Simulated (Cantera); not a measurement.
A closed system holds: 1 mol KCl, 1.1 mol N2, at 1502 °C and 1.00 bar.

These are equilibrium values from Cantera (NASA tables, ideal gas, pure condensed phases), not measurements of a reactor. Candidate condensed phases: K, KCl; 8 gas species. The numbers say what is thermodynamically allowed, not how fast it happens.

Base state: N2 0.545, KCl 0.416, K2Cl2 0.0397, K 9.05e-5, Cl 9.03e-5 (mole fractions); condensed: gas only.

### Question
What changes in the equilibrium state with this change: temperature from 1502 °C to 952 °C?

### Answer
| species | before | after |
|---|---|---|
| N2 | 0.545 | 0.989 |
| KCl | 0.416 | 0.00769 |
| K2Cl2 | 0.0397 | 0.00325 |
| K | 9.05e-5 | 1.75e-8 |
| Cl | 9.03e-5 | 1.74e-8 |
| KCl(l), mol | 0 | 0.984 |
